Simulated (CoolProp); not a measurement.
The fluid at 293.15 K and 4.3 MPa flows at 0.78 m/s in a round tube of 1 mm bore and 15 µm roughness, fully developed (64/Re and Nu = 3.66 if laminar; Colebrook and Gnielinski if turbulent). The same conditions are run with several fluids, on thermodynamics alone (safety and materials aside).

Computed with CoolProp (reference Helmholtz-energy equation of state of each fluid (methanol: de Reuck 1993; n-hexane: Thol 2019; R404A: Lemmon 2003; n-octane: Beckmüller 2019)). Blends and air are pseudo-pure fits.

Problem. Rank methanol, n-hexane, R404A, n-octane by Reynolds number, highest first.

Solution. R404A (5790), n-hexane (1580), methanol (1030), n-octane (969)

| fluid | Darcy friction factor | pressure drop (Pa/m) | heat-transfer coefficient (W/(m² K)) | mass flow (kg/h) |
|---|---|---|---|---|
| methanol | 0.0620 | 15000 | 743 | 1.75 |
| n-hexane | 0.0405 | 8170 | 452 | 1.46 |
| R404A | 0.0506 | 16900 | 3120 | 2.42 |
| n-octane | 0.0660 | 14200 | 468 | 1.56 |

Transport values come from each fluid's own correlations.
